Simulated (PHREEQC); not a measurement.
PHREEQC input (ion-association model, phreeqc.dat):

```
SOLUTION 0
  temp 40
  units mmol/kgw
  pH 7 charge
  S(6) 33
  Na 66
  Cl 0.83
  Cu(2) 0.41
  O(0) 1 O2(g) -0.68
SOLUTION 1-40
  temp 40
  units mmol/kgw
  pH 7 charge
  Cl 28.01
  Mg 14
  O(0) 1 O2(g) -0.68
END
EXCHANGE 1-40
  X 0.028
  -equilibrate 1
END
SELECTED_OUTPUT 1
  -reset false
  -pH true
  -pe true
  -ionic_strength true
  -water true
  -step true
  -totals Cl Cu Mg Na S Cu(1) Cu(2) S(-2) S(6)
  -molalities CuX2 MgX2 NaX
  -saturation_indices Halite
PRINT
  -reset false
TRANSPORT
  -cells 40
  -shifts 120
  -lengths 0.0025
  -time_step 300
  -dispersivities 0.005
  -boundary_conditions flux flux
  -correct_disp true
  -punch_cells 40
  -punch_frequency 4
END
```

Selected output (columns that matter, 10 of 31 rows; pore volumes added in front):

```
pore volumes	pH	mu	Cl	Cu	Mg	Na	S	m_CuX2	m_MgX2	m_NaX	si_Halite
0	5.066	0.04201	0.02801	0	0.014	0	0	0	0.014	0	-1000
0.3125	5.066	0.042011	0.028008	3.7843e-13	0.014001	7.9901e-07	1.9867e-06	3.0465e-13	0.014	8.8227e-08	-9.3978
0.7125	5.146	0.044075	0.023282	3.7281e-07	0.014521	0.0057087	0.0057398	3.0757e-07	0.013663	0.00067296	-5.6305
1.0125	5.3213	0.057449	0.012318	4.6021e-06	0.013109	0.024186	0.019052	4.3278e-06	0.012297	0.0033964	-5.3068
1.3125	5.4223	0.073911	0.004951	1.3167e-05	0.0095772	0.041753	0.027997	1.5325e-05	0.010551	0.006868	-5.4899
1.7125	5.4674	0.084588	0.0016131	2.3938e-05	0.005739	0.054176	0.032049	3.8677e-05	0.0086082	0.010706	-5.8771
2.0125	5.4778	0.087571	0.0010303	3.0677e-05	0.0040517	0.058369	0.032757	6.1361e-05	0.0074935	0.01289	-6.0428
2.3125	5.4822	0.088983	0.00087839	3.7288e-05	0.003007	0.060662	0.032941	8.8606e-05	0.0065965	0.01463	-6.0969
2.7125	5.4846	0.089958	0.0008369	4.6957e-05	0.0021563	0.062404	0.032992	0.00013312	0.0056376	0.016459	-6.1067
3.0125	5.4854	0.090402	0.00083156	5.5241e-05	0.0017414	0.063225	0.032998	0.00017356	0.005044	0.017565	-6.1043
```

Species that the database lacks are ignored. Constants without temperature data keep their 25 °C values here.
